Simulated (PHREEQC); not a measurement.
PHREEQC input (Pitzer model, pitzer.dat):

```
SOLUTION 1
  temp 40
  units mol/kgw
  pH 7 charge
  S(6) 0.067
  Mg 0.128
  Cl 0.122
END
USE solution 1
INCREMENTAL_REACTIONS false
REACTION 1
  H2O -1
  0 9.886 18.011 24.689 30.178 34.689 38.397 41.444
  43.949 46.007 47.699 49.089 50.232 51.172 51.944 52.578
  53.1 53.528 53.88 54.17 54.408 54.603 54.764 moles
EQUILIBRIUM_PHASES 1
  Bischofite 0 0
  Brucite 0 0
  Epsomite 0 0
  Hexahydrite 0 0
  Kieserite 0 0
  MgCl2_4H2O 0 0
SELECTED_OUTPUT 1
  -reset false
  -pH true
  -pe true
  -ionic_strength true
  -water true
  -activities H2O
  -totals Cl Mg S
  -molalities H+ Mg+2 Cl- SO4-2 OH- HSO4- MgOH+
  -equilibrium_phases Bischofite Brucite Epsomite Hexahydrite Kieserite MgCl2_4H2O
PRINT
  -reset false
END
```

Selected output (columns that matter, 13 of 23 rows; water left (kg) added in front):

```
water left (kg)	pH	mu	Cl	Mg	S	m_H+	m_Mg+2	m_Cl-	m_SO4-2	m_OH-	la_H2O	Hexahydrite	Kieserite
1	6.5247	0.451	0.122	0.128	0.067	4.2969e-07	0.128	0.122	0.067	2.0008e-07	-0.0018207	0	0
0.675514	6.4841	0.66764	0.1806	0.18949	0.099184	4.8171e-07	0.18948	0.1806	0.099183	2.0896e-07	-0.0026798	0	0
0.456313	6.433	0.98835	0.26736	0.28051	0.14683	5.4579e-07	0.28051	0.26736	0.14683	2.1802e-07	-0.0039775	0	0
0.30824	6.3658	1.4631	0.3958	0.41526	0.21736	6.2614e-07	0.41526	0.3958	0.21736	2.2531e-07	-0.005977	0	0
0.253345	6.3236	1.7802	0.48156	0.50524	0.26446	6.7419e-07	0.50524	0.48156	0.26446	2.2728e-07	-0.0073762	0	0
0.171138	6.2137	2.6353	0.71288	0.74793	0.3915	7.9058e-07	0.74793	0.71288	0.3915	2.2482e-07	-0.011468	0	0
0.115613	6.0531	3.9009	1.0552	1.1071	0.57952	9.4039e-07	1.1071	1.0552	0.57952	2.0877e-07	-0.018577	0	0
0.0780853	5.811	5.7757	1.5624	1.6392	0.85804	1.1256e-06	1.6392	1.5624	0.85803	1.7415e-07	-0.031954	0	0
0.0527548	5.4411	8.549	2.3126	2.4263	1.27	1.3142e-06	2.4263	2.3126	1.27	1.2273e-07	-0.059103	0	0
0.0433504	5.1881	10.404	2.8143	2.9527	1.5455	1.3725e-06	2.9527	2.8143	1.5455	9.443e-08	-0.08271	0	0
0.0270252	4.5642	13.576	4.5143	3.9583	1.7012	1.4828e-06	3.9583	4.5143	1.7012	4.3032e-08	-0.15533	0.021025	0
0.0189665	4.0747	14.192	6.4324	4.352	1.1358	1.9507e-06	4.352	6.4324	1.1358	1.9387e-08	-0.21698	0	0.045457
0.0121993	3.0061	15.631	10.001	5.1577	0.15746	4.8041e-06	5.1577	10.001	0.15746	3.0565e-09	-0.36142	0	0.065079
```

Constants without temperature data keep their 25 °C values here.
